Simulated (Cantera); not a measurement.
Charge: 1 mol B2O3, 19 mol H2, held at 2.10 mbar.

Cantera equilibrium calculation (NASA polynomials, part measured and part estimated; ideal gas, pure solids and liquids). Candidate condensed phases: B, B2O3, B3O3H3, H2O; 23 gas species. Kinetics and transport are ignored.

Q: At 1875 K, list the 5 most abundant gas species with their mole fractions, and the condensed phases.

A: H2 0.904, HBO2 0.0277, HBO 0.0245, B2O3 0.0182, H 0.0136. Condensed: gas only.
